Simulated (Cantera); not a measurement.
An adiabatic, constant-volume homogeneous reactor starts with CH₄ : O₂ : N₂ : H₂O = 1 : 5.13 : 19.3 : 0.97 (molar parts), at 1800 K and 1280 Torr. Integrator tolerance rtol = 1e-08.

Model: GRI-Mech 3.0 (53 species, 325 reactions), integrated in Cantera.

What does this change do: initial temperature 1800 to 1673 K?


```tsv
quantity	before	after
time of steepest temperature rise	62.5 µs	0.143 ms
temperature at 3.00 s	2580 K	2506 K
equilibrium temperature	2580 K	2506 K
x(CH₄) at 3.00 s	<1e-12 (gas-phase equilibrium <1e-12)	<1e-12 (gas-phase equilibrium <1e-12)
x(O₂) at 3.00 s	0.106 (gas-phase equilibrium 0.106)	0.108 (gas-phase equilibrium 0.108)
x(H₂O) at 3.00 s	0.103 (gas-phase equilibrium 0.103)	0.105 (gas-phase equilibrium 0.105)
x(NO) at 3.00 s	0.0179 (gas-phase equilibrium 0.0179)	0.0159 (gas-phase equilibrium 0.0159)
x(HO₂) at 3.00 s	1.33e-5 (gas-phase equilibrium 1.33e-5)	1.14e-5 (gas-phase equilibrium 1.14e-5)
x(CO₂) at 3.00 s	0.0338 (gas-phase equilibrium 0.0338)	0.0351 (gas-phase equilibrium 0.0351)
```

What does this change do: initial temperature 1800 to 1823 K?


| quantity | before | after |
|---|---|---|
| time of steepest temperature rise | 62.5 µs | 54.6 µs |
| temperature at 3.00 s | 2580 K | 2593 K |
| equilibrium temperature | 2580 K | 2593 K |
| x(CH₄) at 3.00 s | <1e-12 (gas-phase equilibrium <1e-12) | <1e-12 (gas-phase equilibrium <1e-12) |
| x(O₂) at 3.00 s | 0.106 (gas-phase equilibrium 0.106) | 0.106 (gas-phase equilibrium 0.106) |
| x(H₂O) at 3.00 s | 0.103 (gas-phase equilibrium 0.103) | 0.103 (gas-phase equilibrium 0.103) |
| x(NO) at 3.00 s | 0.0179 (gas-phase equilibrium 0.0179) | 0.0183 (gas-phase equilibrium 0.0183) |
| x(HO₂) at 3.00 s | 1.33e-5 (gas-phase equilibrium 1.33e-5) | 1.37e-5 (gas-phase equilibrium 1.37e-5) |
| x(CO₂) at 3.00 s | 0.0338 (gas-phase equilibrium 0.0338) | 0.0336 (gas-phase equilibrium 0.0336) |
